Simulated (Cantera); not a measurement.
Cantera run, input and output.

```python
import numpy as np
import cantera as ct

gas = ct.Solution("gri30.yaml")
gas.TPX = 1123, 190000, {'CH3OH': 1, 'O2': 1.85, 'N2': 6.96}
reactor = ct.IdealGasConstPressureReactor(gas, energy="on", clone=False)
net = ct.ReactorNet([reactor])
net.rtol, net.atol = 1e-08, 1e-16
show = ['CH3OH', 'O2', 'NO2', 'CH2CO', 'C2H', 'C2H2', 'N2O']
times = np.geomspace(3e-06, 3, 15)

steps = ct.SolutionArray(gas, extra=["t"])
rows = []
print(f"{'t/s':>10s}{'T/K':>9s}{'P/Pa':>11s}" + "".join(f"{s:>11s}" for s in show))
for t in times:
    while net.time < t:
        t_next = net.step()
        steps.append(gas.state, t=t_next)
    rows.append([np.interp(t, steps.t, y) for y in (steps.T, steps.P, *steps(*show).X.T)])
    print(f"{t:10.3e}{rows[-1][0]:9.1f}{rows[-1][1]:11.4g}" + "".join(f"{x:11.3e}" for x in rows[-1][2:]))
rate = np.gradient(steps.T, steps.t)
print("integrator steps:", len(steps.t))
if steps.T.max() > steps.T[0] + 200:
    print(f"time of steepest temperature rise: {steps.t[rate.argmax()]:.4e} s")
gas.TPX = 1123, 190000, {'CH3OH': 1, 'O2': 1.85, 'N2': 6.96}
gas.equilibrate("HP")
print(f"equilibrium (HP): T = {gas.T:.1f} K  " + "  ".join(f"{s} {gas[s].X[0]:.3e}" for s in show))
```

It prints:

```
       t/s      T/K       P/Pa      CH3OH         O2        NO2      CH2CO        C2H       C2H2        N2O
 3.000e-06   1123.0    1.9e+05  1.019e-01  1.886e-01  1.054e-29  1.599e-20  1.848e-32  1.629e-20  3.024e-17
 8.048e-06   1123.0    1.9e+05  1.019e-01  1.886e-01  2.751e-28  1.158e-19  5.063e-32  4.427e-20  1.536e-16
 2.159e-05   1123.0    1.9e+05  1.019e-01  1.886e-01  6.354e-27  8.361e-19  1.378e-31  1.193e-19  9.609e-16
 5.792e-05   1123.0    1.9e+05  1.019e-01  1.886e-01  1.427e-25  6.023e-18  3.744e-31  3.208e-19  6.902e-15
 1.554e-04   1123.0    1.9e+05  1.019e-01  1.886e-01  3.111e-24  4.342e-17  1.013e-30  8.628e-19  5.228e-14
 4.168e-04   1123.0    1.9e+05  1.019e-01  1.886e-01  6.428e-23  3.140e-16  2.774e-30  2.330e-18  3.906e-13
 1.118e-03   1123.0    1.9e+05  1.019e-01  1.886e-01  1.301e-21  2.288e-15  8.596e-30  6.359e-18  2.841e-12
 3.000e-03   1123.0    1.9e+05  1.019e-01  1.886e-01  3.016e-20  1.714e-14  5.053e-29  1.783e-17  2.007e-11
 8.048e-03   1123.0    1.9e+05  1.019e-01  1.886e-01  1.942e-18  1.526e-13  8.562e-28  5.418e-17  1.418e-10
 2.159e-02   1147.2    1.9e+05  9.228e-02  1.826e-01  2.682e-14  5.634e-11  7.379e-23  3.945e-15  3.221e-09
 5.792e-02   2520.3    1.9e+05  1.583e-17  3.446e-02  4.287e-06  5.150e-19  2.424e-22  1.092e-20  6.216e-07
 1.554e-01   2520.3    1.9e+05  1.583e-17  3.445e-02  4.302e-06  5.149e-19  2.422e-22  1.092e-20  6.219e-07
 4.168e-01   2520.3    1.9e+05  1.583e-17  3.445e-02  4.302e-06  5.149e-19  2.422e-22  1.092e-20  6.219e-07
 1.118e+00   2520.3    1.9e+05  1.583e-17  3.445e-02  4.302e-06  5.149e-19  2.422e-22  1.092e-20  6.219e-07
 3.000e+00   2520.3    1.9e+05  1.583e-17  3.445e-02  4.302e-06  5.149e-19  2.422e-22  1.092e-20  6.219e-07
integrator steps: 2290
time of steepest temperature rise: 2.2476e-02 s
equilibrium (HP): T = 2520.3 K  CH3OH 1.638e-17  O2 3.445e-02  NO2 4.302e-06  CH2CO 6.042e-19  C2H 2.665e-22  C2H2 1.211e-20  N2O 6.219e-07
```

Model: GRI-Mech 3.0 (53 species, 325 reactions), integrated in Cantera. GRI-Mech 3.0 was tuned for natural gas; its chemistry of methanol as a main component is partial and can be far from experiment.
